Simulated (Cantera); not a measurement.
What does this Cantera script print?

```python
import numpy as np
import cantera as ct

gas_names = [...]  # 113 gases of nasa_gas.yaml made of C, H, O, Pb
cond_names = """
    C(gr) C6H6(L) C7H8(L) C8H18(L),n-octa H2O(s) H2O(L) Pb(cr) Pb(L) PbO(rd) PbO(yw) PbO(L) PbO2(s)
    Pb3O4(s)
""".split()


# ... load() reads the species with a 1 bar reference pressure and builds the phases ...
atoms = {
    'PbO': {'Pb': 1, 'O': 1},
    'CO': {'C': 1, 'O': 1},
    'H2': {'H': 2},
}
top_T = {'C(gr)': 4500, 'Pb3O4(s)': 820}  # K; cautious upper limits of use, not melting points


# ... equilibrate(T, P, feed) seeds the gas with the atoms and calls Mixture.equilibrate('TP', solver="vcs", rtol=1e-11, max_steps=5000) ...
results = []
feed = {'PbO': 1, 'CO': 9.2, 'H2': 4}  # mol
P = 410000  # Pa
for T in [1423, 1523, 1623, 1723, 1823, 1923, 2023, 2123, 2223, 2323, 2423, 2523, 2623]:
    mix = equilibrate(T, P, feed)
    results.append((T, P, feed, dict(zip(mix.species_names, mix.species_moles))))
    x = sorted(zip(gas.X, gas.species_names), reverse=True)
    print(f"T = {T:g} K  P = {P:g} Pa  gas = {mix.phase_moles(0):.4g} mol")
    print("   x: " + "  ".join(f"{s} {v:.3e}" for v, s in x if v > 0.001))
    print("   condensed (mol): " + ("  ".join(f"{mix.phase(i).name} {mix.phase_moles(i):.4g}"
          for i in range(1, mix.n_phases) if mix.phase_moles(i) > 1e-12) or "none"))
```

It prints:

```
T = 1423 K  P = 410000 Pa  gas = 13.23 mol
   x: CO 6.557e-01  H2 2.659e-01  CO2 3.941e-02  H2O 3.622e-02  Pb 2.733e-03
   condensed (mol): Pb(L) 0.9638
T = 1523 K  P = 410000 Pa  gas = 13.3 mol
   x: CO 6.555e-01  H2 2.618e-01  H2O 3.891e-02  CO2 3.630e-02  Pb 7.452e-03
   condensed (mol): Pb(L) 0.9008
T = 1623 K  P = 410000 Pa  gas = 13.44 mol
   x: CO 6.510e-01  H2 2.567e-01  H2O 4.093e-02  CO2 3.348e-02  Pb 1.789e-02
   condensed (mol): Pb(L) 0.759
T = 1723 K  P = 410000 Pa  gas = 13.73 mol
   x: CO 6.392e-01  H2 2.492e-01  H2O 4.207e-02  Pb 3.871e-02  CO2 3.074e-02
   condensed (mol): Pb(L) 0.4667
T = 1823 K  P = 410000 Pa  gas = 14.2 mol
   x: CO 6.199e-01  H2 2.393e-01  Pb 7.012e-02  H2O 4.235e-02  CO2 2.805e-02
   condensed (mol): none
T = 1923 K  P = 410000 Pa  gas = 14.2 mol
   x: CO 6.213e-01  H2 2.378e-01  Pb 7.015e-02  H2O 4.377e-02  CO2 2.661e-02
   condensed (mol): none
T = 2023 K  P = 410000 Pa  gas = 14.2 mol
   x: CO 6.224e-01  H2 2.364e-01  Pb 7.016e-02  H2O 4.497e-02  CO2 2.537e-02
   condensed (mol): none
T = 2123 K  P = 410000 Pa  gas = 14.21 mol
   x: CO 6.234e-01  H2 2.352e-01  Pb 7.015e-02  H2O 4.600e-02  CO2 2.428e-02
   condensed (mol): none
T = 2223 K  P = 410000 Pa  gas = 14.21 mol
   x: CO 6.241e-01  H2 2.338e-01  Pb 7.011e-02  H2O 4.685e-02  CO2 2.334e-02  H 1.530e-03
   condensed (mol): none
T = 2323 K  P = 410000 Pa  gas = 14.22 mol
   x: CO 6.245e-01  H2 2.324e-01  Pb 7.004e-02  H2O 4.755e-02  CO2 2.251e-02  H 2.593e-03
   condensed (mol): none
T = 2423 K  P = 410000 Pa  gas = 14.23 mol
   x: CO 6.247e-01  H2 2.308e-01  Pb 6.994e-02  H2O 4.809e-02  CO2 2.177e-02  H 4.207e-03
   condensed (mol): none
T = 2523 K  P = 410000 Pa  gas = 14.25 mol
   x: CO 6.246e-01  H2 2.288e-01  Pb 6.980e-02  H2O 4.846e-02  CO2 2.112e-02  H 6.566e-03
   condensed (mol): none
T = 2623 K  P = 410000 Pa  gas = 14.27 mol
   x: CO 6.240e-01  H2 2.264e-01  Pb 6.960e-02  H2O 4.863e-02  CO2 2.052e-02  H 9.897e-03
   condensed (mol): none
```

Equilibrium computed with Cantera from the NASA thermochemical tables; the gas is ideal and each condensed phase is pure. Gases not in the tables: (PbO)n polymers.
